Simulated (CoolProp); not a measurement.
Vapour-liquid equilibrium of nitrogen (1) + methane (2) at -161.65 °C; x and y are mole fractions of (1).

Computed with CoolProp (multi-fluid Helmholtz-energy mixture model, Span 2000 and Setzmann 1991; pair parameters Kunz 2012).

| x | bubble pressure, mixture model (bar) | bubble pressure, Raoult's law (bar) | y, mixture model | y, Raoult's law |
|---|---|---|---|---|
| 0.05 | (withheld) | 1.748 | 0.543 | 0.457 |
| 0.2 | 5.091 | 3.994 | 0.811 | 0.800 |
| 0.35 | 7.317 | 6.240 | (withheld) | 0.896 |
| 0.5 | (withheld) | 8.486 | (withheld) | 0.941 |
| 0.65 | 10.92 | 10.73 | 0.936 | 0.967 |
| 0.8 | 12.79 | 12.98 | 0.960 | 0.985 |
| 0.95 | 15.06 | 15.22 | (withheld) | 0.997 |

Q: What belongs in the gaps?

A: 
- 0.05, bubble pressure, mixture model (bar): 2.191
- 0.35, y, mixture model: 0.877
- 0.5, bubble pressure, mixture model (bar): 9.177
- 0.5, y, mixture model: 0.911
- 0.95, y, mixture model: 0.988

The largest gap from Raoult's law is +27.5 % in bubble pressure, at x = 0.2. No azeotrope shows between x = 0.05 and 0.95.

The pair parameters rest on a limited set of measurements; away from them the model extrapolates. The gap from Raoult's law changes sign with composition, which may be real or a fault of the pair parameters; it wasn't checked against measurements.
